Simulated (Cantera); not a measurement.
Mixture: CH4 : O2 : N2 : CO2 = 1 : 4 : 15 : 3 (molar parts), equivalence ratio 0.50, at 8.59 atm, adiabatic and at constant pressure. Ignition delay is the time to a rise of 400 K.

Model: GRI-Mech 3.0 (53 species, 325 reactions), integrated in Cantera.

Task: Predict: delay at 1275 K; delay at 1375 K; delay at 1475 K; delay at 1575 K; delay at 1675 K; delay at 1775 K; apparent activation energy between 1575 and 1775 K.

Result: 
```json
{
 "delay at 1275 K": "1.98 ms",
 "delay at 1375 K": "0.675 ms",
 "delay at 1475 K": "0.254 ms",
 "delay at 1575 K": "0.104 ms",
 "delay at 1675 K": "47.1 µs",
 "delay at 1775 K": "23.4 µs",
 "apparent activation energy between 1575 and 1775 K": "170 kJ/mol"
}
```
